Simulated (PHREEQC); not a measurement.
Make-up at 20 °C and 300 atm: 110 mmol/kgw Cu(NO3)2 and 1.66 mmol/kgw Ca(NO3)2. Closed to the air; pH follows from the charge balance.

Model: ion-association model, phreeqc.dat, run in PHREEQC.

No solid was allowed to form.

Task: Predict the pH.

Result: pH 4.28.

Species that the database lacks are ignored. Under pressure, the constants of complexes without a molar volume in the database are unreliable.
